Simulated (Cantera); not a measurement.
Mixture: CH4 : C2H6 : C3H8 : O2 : N2 = 1 : 0.18 : 0.061 : 2.45 : 6.6 (molar parts), at 21.0 bar, adiabatic and at constant volume. Ignition delay is the time to a rise of 400 K.

Model: GRI-Mech 3.0 (53 species, 325 reactions), integrated in Cantera. The pressure lies above the range GRI-Mech 3.0 was tuned for (to about 10 atm).

Task: What does this change do: pressure from 21.0 bar to 0.820 bar?

Result: 
| quantity | before | after |
|---|---|---|
| delay at 1050 K | 3.24 ms | 31.5 ms |
| delay at 1200 K | 0.322 ms | 2.71 ms |
| delay at 1350 K | 55.6 µs | 0.453 ms |
| delay at 1500 K | 13.6 µs | 0.115 ms |
| delay at 1650 K | 4.31 µs | 41.4 µs |
| apparent activation energy between 1575 and 1725 K | 160 kJ/mol | 130 kJ/mol |

Task: What does this change do: C3H8 0.061 to 0.029 parts?

Result: 
| quantity | before | after |
|---|---|---|
| delay at 1050 K | 3.24 ms | 3.63 ms |
| delay at 1200 K | 0.322 ms | 0.345 ms |
| delay at 1350 K | 55.6 µs | 58.7 µs |
| delay at 1500 K | 13.6 µs | 14.7 µs |
| delay at 1650 K | 4.31 µs | 4.73 µs |
| apparent activation energy between 1575 and 1725 K | 160 kJ/mol | 150 kJ/mol |

Task: What does this change do: 0.086 parts H2 added?

Result: 
| quantity | before | after |
|---|---|---|
| delay at 1050 K | 3.24 ms | 3.00 ms |
| delay at 1200 K | 0.322 ms | 0.279 ms |
| delay at 1350 K | 55.6 µs | 48.2 µs |
| delay at 1500 K | 13.6 µs | 12.3 µs |
| delay at 1650 K | 4.31 µs | 4.05 µs |
| apparent activation energy between 1575 and 1725 K | 160 kJ/mol | 150 kJ/mol |
